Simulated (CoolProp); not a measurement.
The fluid at 709.47 K and 0.182 MPa flows at 9.4 m/s in a round tube of 6 mm bore and 15 µm roughness, fully developed (64/Re and Nu = 3.66 if laminar; Colebrook and Gnielinski if turbulent). The same conditions are run with several fluids, on thermodynamics alone (safety and materials aside).

Model: reference Helmholtz-energy equation of state of each fluid (water: Wagner 2002; nitrogen: Span 2000; oxygen: Schmidt 1985; dry air: Lemmon 2000), in CoolProp. Blends and air are pseudo-pure fits.

| fluid | Reynolds number | Darcy friction factor | pressure drop (Pa/m) | heat-transfer coefficient (W/(m² K)) | mass flow (kg/h) |
|---|---|---|---|---|---|
| water | 1210 | ? | 217 | 36.0 | 0.533 |
| nitrogen | 1470 | 0.0435 | ? | 31.0 | 0.826 |
| oxygen | 1430 | 0.0449 | 326 | 33.3 | 0.944 |
| dry air | ? | ? | 288 | 31.9 | 0.855 |

Fill in the missing entries.


- water, Darcy friction factor: 0.0529
- nitrogen, pressure drop (Pa/m): 277
- dry air, Reynolds number: 1460
- dry air, Darcy friction factor: 0.0438

Above 300 K oxygen's equation is extrapolated.

Transport values come from each fluid's own correlations.
